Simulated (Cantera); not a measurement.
**Equilibrium for carbothermic reduction: PbO + CH₄ + N₂**

Input: 1 mol PbO, 0.37 mol CH₄, a varied amount of N₂, held at 1725 °C and 101000 Pa.

These are equilibrium values from Cantera (NASA tables, ideal gas, pure condensed phases), not measurements of a reactor. Candidate condensed phases: C, C₆H₆, C₇H₈, C₈H₁₈, H₂O, Pb, PbO, PbO₂, Pb₃O₄; 139 gas species. Gases not in the tables: (PbO)n polymers. The numbers say what is thermodynamically allowed, not how fast it happens.

```csv
n(N₂) (mol),x N₂,x Pb,x H₂O,x CO,x H₂,x CO₂
0.87,0.292,0.331,0.169,0.0848,0.0793,0.0394
2.8,0.570,0.201,0.102,0.0514,0.0481,0.0239
4.7,0.690,0.145,0.0738,0.0371,0.0347,0.0172
6.7,0.760,0.112,0.0570,0.0287,0.0268,0.0133
8.6,0.803,0.0924,0.0469,0.0236,0.0220,0.0110
11,0.839,0.0755,0.0383,0.0193,0.0180,0.00896
13,0.860,0.0655,0.0332,0.0167,0.0156,0.00777
```
x: gas mole fraction; nothing condenses.

From 0.87 mol N₂ to 13 mol N₂ nothing is condensed.
